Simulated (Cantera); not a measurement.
Calcination and drying: Mg(OH)2 + CO2 + H2

Charge: 1 mol Mg(OH)2, 0.039 mol CO2, 0.014 mol H2, equilibrated at 1.00 bar.

Cantera equilibrium calculation (NASA polynomials, part measured and part estimated; ideal gas, pure solids and liquids). Candidate condensed phases: C, C6H6, C7H8, C8H18, H2O, Mg, MgCO3, MgO, Mg(OH)2; 116 gas species. Equilibrium is a limit: real reactors are often held back by kinetics, nucleation or transport.

```csv
T (K),log p H2O,log p CO2,log p H2,log p OH,log p CO,log p O2,log p H,n MgCO3(s),n MgO(s)
548,-0.01,-2.05,-1.92,<-12,-5.74,<-12,<-12,0.0295,0.970
698,-0.02,-1.43,-1.88,<-12,-4.27,<-12,<-12,0,1.00
848,-0.02,-1.43,-1.88,<-12,-3.78,<-12,-11.66,0,1.00
998,-0.02,-1.44,-1.89,-10.41,-3.46,<-12,-9.61,0,1.00
1148,-0.02,-1.44,-1.90,-8.44,-3.24,<-12,-8.09,0,1.00
1298,-0.02,-1.44,-1.90,-6.93,-3.08,-10.39,-6.92,0,1.00
1448,-0.02,-1.44,-1.91,-5.72,-2.96,-8.29,-5.99,0,1.00
1598,-0.02,-1.45,-1.92,-4.74,-2.87,-6.58,-5.24,0,1.000
1748,-0.02,-1.45,-1.93,-3.93,-2.80,-5.16,-4.61,0,1.000
1898,-0.02,-1.45,-1.92,-3.25,-2.73,-3.98,-4.07,0,1.000
2048,-0.02,-1.46,-1.87,-2.70,-2.63,-3.08,-3.59,0,1.000
2198,-0.03,-1.48,-1.73,-2.27,-2.46,-2.49,-3.12,0,1.000
```
log p: log10 of the partial pressure in bar; n: condensed amount in mol.

At 548 K the condensed part is MgCO3(s) + MgO(s). From 698 K to 2198 K the condensed part is MgO(s).
